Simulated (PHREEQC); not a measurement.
## Ultrapure water in contact with air or piping: speciation

A made-up water analysis in mmol/kgw, 20 °C, pH 6.87, pe 2.6:

```csv
constituent,mmol/kgw
Na,0.000378
K,2.12e-05
Ca,0.000608
Mg,0.00017
Cl,0.000427
S(6),0.000211
Alkalinity (meq/kgw),0.0011
Si,2.52e-06
Fe(2),5.38e-05
F,5.2e-05
B,1.36e-05
```

Valence states are taken as typed.

Computed with PHREEQC (ion-association model, phreeqc.dat).

No solid was allowed to form.

Problem. What charge-balance error does the model give?

Solution. charge-balance error 1.4 %.

Problem. In which forms is C present?

Solution. HCO3- 75 %, CO2 24 % of the C.

SiF6-2 is the database's only silicon fluoride. Real BF4- forms and hydrolyses slowly; the run takes it at equilibrium. Fluoro complexes past AlF4- and FeF3 are missing from the database.
